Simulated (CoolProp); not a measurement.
R227EA along the isotherm 424.6 K: fugacity coefficient from the reference equation and from simpler models built on Tc = 374.9 K, pc = 2.925 MPa, ω = 0.358; each cubic takes its own stable root.

Computed with CoolProp (reference Helmholtz-energy equation of state, Lemmon 2016).

```
p (MPa)          phase  reference
-------  -------------  ---------
0.399              gas     0.9703
0.798              gas     0.9411
1.2                gas     0.9123
1.6                gas     0.8841
1.99               gas     0.8570
2.39               gas     0.8297
2.79               gas     0.8027
3.19     supercritical     0.7762
3.59     supercritical     0.7502
3.99     supercritical     0.7245
4.39     supercritical     0.6994
```

Problem. How far does each simpler model (van der Waals, Redlich-Kwong, Soave-Redlich-Kwong) lie from the reference over these 11 states: mean and median of the absolute difference, and the worst?

Solution. 
- van der Waals: mean 1.1 %, median 0.7 %, worst -3.4 % at 424.6 K and 4.39 MPa
- Redlich-Kwong: mean 1.8 %, median 1.7 %, worst -3.6 % at 424.6 K and 4.39 MPa
- Soave-Redlich-Kwong: mean 0.6 %, median 0.5 %, worst +1.4 % at 424.6 K and 4.39 MPa
